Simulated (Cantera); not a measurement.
Standard-state values (1 bar) from the NASA 1993 polynomials, evaluated with Cantera. Values are per mole of reaction as written; species without (g) are pure solids or liquids, kept so even where they would boil at 1 bar.

Question: Between 300 and 1073 K, where is each reaction favourable under standard conditions?
- NO(g) + Cr2O3 + 4 H2(g) = 4 H2O(g) + Cr2N

Answer: 
- NO(g) + Cr2O3 + 4 H2(g) = 4 H2O(g) + Cr2N: ΔG° is -51 kJ at 300 K and -27 kJ at 1073 K; it stays negative (K > 1). ΔH° is -80 kJ and ΔS° -49 J/K at 1073 K.
